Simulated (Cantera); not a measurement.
What does this Cantera script print?

```python
import numpy as np
import cantera as ct

gas = ct.Solution("gri30.yaml")
gas.TPX = 1050, 94000, {'H2': 1, 'O2': 1.28, 'N2': 4.82}
reactor = ct.IdealGasReactor(gas, energy="on", clone=False)
net = ct.ReactorNet([reactor])
net.rtol, net.atol = 1e-08, 1e-16
show = ['H2', 'O2', 'H2O2', 'NO', 'HO2']
times = np.geomspace(2e-06, 0.2, 16)

steps = ct.SolutionArray(gas, extra=["t"])
rows = []
print(f"{'t/s':>10s}{'T/K':>9s}{'P/Pa':>11s}" + "".join(f"{s:>11s}" for s in show))
for t in times:
    while net.time < t:
        t_next = net.step()
        steps.append(gas.state, t=t_next)
    rows.append([np.interp(t, steps.t, y) for y in (steps.T, steps.P, *steps(*show).X.T)])
    print(f"{t:10.3e}{rows[-1][0]:9.1f}{rows[-1][1]:11.4g}" + "".join(f"{x:11.3e}" for x in rows[-1][2:]))
rate = np.gradient(steps.T, steps.t)
print("integrator steps:", len(steps.t))
if steps.T.max() > steps.T[0] + 200:
    print(f"time of steepest temperature rise: {steps.t[rate.argmax()]:.4e} s")
gas.TPX = 1050, 94000, {'H2': 1, 'O2': 1.28, 'N2': 4.82}
gas.equilibrate("UV")
print(f"equilibrium (UV): T = {gas.T:.1f} K  " + "  ".join(f"{s} {gas[s].X[0]:.3e}" for s in show))
```

Output:

```
       t/s      T/K       P/Pa         H2         O2       H2O2         NO        HO2
 2.000e-06   1050.0    9.4e+04  1.408e-01  1.803e-01  2.482e-14  2.009e-24  1.396e-10
 4.309e-06   1050.0    9.4e+04  1.408e-01  1.803e-01  1.227e-13  2.091e-23  3.304e-10
 9.283e-06   1050.0    9.4e+04  1.408e-01  1.803e-01  6.559e-13  2.336e-22  8.807e-10
 2.000e-05   1050.0    9.4e+04  1.408e-01  1.803e-01  4.380e-12  4.594e-21  3.340e-09
 4.309e-05   1050.0    9.4e+04  1.408e-01  1.803e-01  6.522e-11  7.663e-19  3.855e-08
 9.283e-05   1050.1  9.401e+04  1.408e-01  1.803e-01  1.773e-08  3.360e-14  7.525e-06
 2.000e-04   2163.6  1.817e+05  3.047e-03  1.132e-01  3.530e-07  3.088e-05  1.215e-05
 4.309e-04   2273.9  1.897e+05  5.802e-04  1.161e-01  2.853e-07  6.733e-05  6.862e-06
 9.283e-04   2274.5  1.897e+05  5.662e-04  1.161e-01  2.870e-07  1.202e-04  6.868e-06
 2.000e-03   2274.2  1.897e+05  5.655e-04  1.161e-01  2.867e-07  2.333e-04  6.859e-06
 4.309e-03   2273.6  1.897e+05  5.640e-04  1.160e-01  2.861e-07  4.739e-04  6.841e-06
 9.283e-03   2272.4  1.896e+05  5.607e-04  1.157e-01  2.849e-07  9.773e-04  6.804e-06
 2.000e-02   2269.9  1.893e+05  5.542e-04  1.152e-01  2.823e-07  1.991e-03  6.729e-06
 4.309e-02   2265.3   1.89e+05  5.424e-04  1.143e-01  2.778e-07  3.851e-03  6.593e-06
 9.283e-02   2258.6  1.884e+05  5.255e-04  1.130e-01  2.712e-07  6.565e-03  6.397e-06
 2.000e-01   2252.6  1.879e+05  5.107e-04  1.119e-01  2.654e-07  8.991e-03  6.225e-06
integrator steps: 1173
time of steepest temperature rise: 1.5445e-04 s
equilibrium (UV): T = 2250.4 K  H2 5.053e-04  O2 1.114e-01  H2O2 2.632e-07  NO 9.895e-03  HO2 6.161e-06
```

Computed with Cantera and GRI-Mech 3.0 (53 species, 325 reactions).
